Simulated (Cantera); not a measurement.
A closed system holds: 1 mol PbO, 0.65 mol CH4, 0.17 mol H2, held at 1 atm.

Equilibrium computed with Cantera from the NASA thermochemical tables; the gas is ideal and each condensed phase is pure. Candidate condensed phases: C, C6H6, C7H8, C8H18, H2O, Pb, PbO, PbO2, Pb3O4; 113 gas species. Equilibrium is a limit: real reactors are often held back by kinetics, nucleation or transport. All values below are at 1377 °C.

Base state: H2 0.501, CO 0.258, H2O 0.129, Pb 0.0900, CO2 0.0207, Pb2 8.94e-5, H 6.39e-5, PbO 2.19e-5 (mole fractions); condensed: Pb(l).

What changes in the equilibrium state with this change: CH4 from 0.65 to 1.1 mol?


```
species            before     after
----------------  -------  --------
H2                  0.501     0.639
CO                  0.258     0.270
Pb                 0.0900    0.0900
H2O                 0.129  0.000113
CO2                0.0207   1.48e-5
C2H2 (acetylene)    <1e-9   2.92e-5
CH4               2.21e-7  0.000550
PbO               2.19e-5   1.49e-8
Pb(l), mol          0.790     0.666
C(graphite), mol        0    0.0982
```

What changes in the equilibrium state with this change: pressure from 1 atm to 27.0 mbar?


```tsv
species	before	after
H2	0.501	0.374
Pb	0.0900	0.320
CO	0.258	0.193
H2O	0.129	0.0966
CO2	0.0207	0.0155
H	6.39e-5	0.000338
PbO	2.19e-5	7.79e-5
Pb2	8.94e-5	3.01e-5
Pb(l), mol	0.790	0
```
